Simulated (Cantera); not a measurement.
A perfectly stirred reactor is fed with CH2O : O2 : N2 = 0.0025 : 0.022 : 1 (molar parts), equivalence ratio 0.11, at 760 Torr; it is held at 1348 K, and followed from long to short residence time.

Cantera simulation using GRI-Mech 3.0 (53 species, 325 reactions); the numbers are that mechanism's predictions, not measurements.

x: mole fraction; the columns are a selection and need not sum to one.

| τ (s) | x CH2O | x O2 | x HO2 | x CO | x NO2 | x OH |
|---|---|---|---|---|---|---|
| 14 | 1.08e-7 | 0.0190 | 8.06e-8 | 7.65e-6 | … | 8.00e-6 |
| 6.3 | 1.86e-7 | 0.0190 | 1.35e-7 | 1.35e-5 | 1.31e-8 | 1.00e-5 |
| 2.9 | 3.12e-7 | 0.0190 | 2.21e-7 | 2.32e-5 | 1.39e-8 | 1.26e-5 |
| 1.3 | 5.25e-7 | 0.0190 | 3.59e-7 | 4.05e-5 | 1.31e-8 | 1.59e-5 |
| 0.60 | 8.54e-7 | 0.0191 | 5.61e-7 | 6.88e-5 | … | 2.00e-5 |
| 0.28 | 1.36e-6 | 0.0191 | 8.46e-7 | 0.000114 | … | 2.52e-5 |
| 0.13 | 2.15e-6 | 0.0191 | 1.25e-6 | 0.000188 | … | 3.19e-5 |
| 0.058 | 3.44e-6 | 0.0192 | 1.83e-6 | 0.000308 | … | 4.10e-5 |
| 0.026 | 5.52e-6 | 0.0192 | 2.62e-6 | 0.000489 | … | 5.25e-5 |
| 0.012 | 8.90e-6 | 0.0193 | 3.69e-6 | 0.000730 | 6.61e-10 | 6.60e-5 |
| 0.0055 | 1.52e-5 | 0.0195 | 5.36e-6 | 0.00104 | 3.24e-10 | 8.12e-5 |

Task: What belongs in the gaps?

Result: 
- 14, x NO2: 1.12e-8
- 0.60, x NO2: 1.08e-8
- 0.28, x NO2: 7.73e-9
- 0.13, x NO2: 4.85e-9
- 0.058, x NO2: 2.64e-9
- 0.026, x NO2: 1.33e-9
